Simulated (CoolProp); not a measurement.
Vapour-liquid equilibrium of R125 (1) + R236EA (2) at -2.25 °C; x and y are mole fractions of (1).

Values from CoolProp's multi-fluid Helmholtz-energy mixture model, Lemmon 2005 and Rui 2013; pair parameters Bell 2016.

```tsv
x	bubble pressure, mixture model (MPa)	bubble pressure, Raoult's law (MPa)	y, mixture model	y, Raoult's law
0.05	0.09922	0.09863	?	0.316
0.15	0.1545	0.1539	0.592	0.608
0.25	0.2086	0.2093	?	0.746
0.35	0.2620	0.2646	?	0.826
0.45	0.3151	0.3199	0.857	0.878
0.55	0.3684	0.3752	0.896	0.915
0.65	0.4223	0.4305	0.926	0.942
0.75	0.4774	0.4858	0.951	0.963
0.85	0.5341	0.5411	0.972	0.980
0.95	0.5933	0.5965	0.991	0.994
```

Problem. Complete the blanks.

Solution. 
- 0.05, y, mixture model: 0.311
- 0.25, y, mixture model: 0.725
- 0.35, y, mixture model: 0.804

The largest gap from Raoult's law is -1.9 % in bubble pressure, at x = 0.65. No azeotrope shows between x = 0.05 and 0.95.

Pair parameters are fitted to limited data, so mixtures are less certain than the pure fluids. The gap from Raoult's law changes sign with composition, which may be real or a fault of the pair parameters; it wasn't checked against measurements.
